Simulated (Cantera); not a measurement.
Feed: 1 mol SiH4, 14 mol N2, 26 mol H2, at 13.3 mbar.

Cantera equilibrium calculation (NASA polynomials, part measured and part estimated; ideal gas, pure solids and liquids). Candidate condensed phases: Si, Si3N4; 18 gas species. Gases not in the tables: Si2H6 and higher silanes. Kinetics and transport are ignored.

Which condensed phases are stable at each of these points (T (°C)): 1302, 1327, 1352, 1377, 1402, 1427, 1452, 1477, 1502, 1527, 1552?


```json
[
 {"T (°C)": "1302", "condensed phases": "Si3N4(s)", "Si condensed (%)": "100.0"},
 {"T (°C)": "1327", "condensed phases": "Si3N4(s)", "Si condensed (%)": "100.0"},
 {"T (°C)": "1352", "condensed phases": "Si3N4(s)", "Si condensed (%)": "100.0"},
 {"T (°C)": "1377", "condensed phases": "Si3N4(s)", "Si condensed (%)": "100.0"},
 {"T (°C)": "1402", "condensed phases": "Si3N4(s)", "Si condensed (%)": "99.9"},
 {"T (°C)": "1427", "condensed phases": "Si3N4(s)", "Si condensed (%)": "99.8"},
 {"T (°C)": "1452", "condensed phases": "Si3N4(s)", "Si condensed (%)": "99.7"},
 {"T (°C)": "1477", "condensed phases": "Si3N4(s)", "Si condensed (%)": "99.4"},
 {"T (°C)": "1502", "condensed phases": "Si(l)", "Si condensed (%)": "99.1"},
 {"T (°C)": "1527", "condensed phases": "Si(l)", "Si condensed (%)": "98.7"},
 {"T (°C)": "1552", "condensed phases": "Si(l)", "Si condensed (%)": "98.1"}
]
```

From 1302 °C to 1477 °C the condensed part is Si3N4(s). From 1502 °C to 1552 °C the condensed part is Si(l).
